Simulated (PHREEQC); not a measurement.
Consider water at 25 °C with 0.62 mmol/kgw PbCl2. Closed to the air; pH follows from the charge balance.

The numbers come from PHREEQC with the ion-association model, wateq4f.dat.

The ionic strength comes out as 0.00181 mol/kgw. What activity coefficients do Cl-, PbCl+, Pb+2, H+, PbOH+ get?

Cl- 0.95, PbCl+ 0.95, Pb+2 0.83, H+ 0.96, PbOH+ 0.95.

Precipitation was switched off in this run.
